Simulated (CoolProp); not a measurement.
Vapour-liquid equilibrium of R143a (1) + n-butane (2) at 0.753 MPa; x and y are mole fractions of (1).

Values from CoolProp's multi-fluid Helmholtz-energy mixture model, Lemmon and Jacobsen 2000 and Bücker 2006; pair parameters Bell 2016.

Problem. Give the bubble temperature and the first vapour's composition at x = 0.15, 0.25, 0.45. Is there an azeotrope?

Solution. x = 0.15: 306.6 K, y = 0.588; x = 0.25: 297.5 K, y = 0.700; x = 0.45: 289.4 K, y = 0.791. No azeotrope shows between x = 0.05 and 0.95.

Pair parameters are fitted to limited data, so mixtures are less certain than the pure fluids. With so large a gap from Raoult's law the liquid may split in two, which this calculation doesn't test in full.
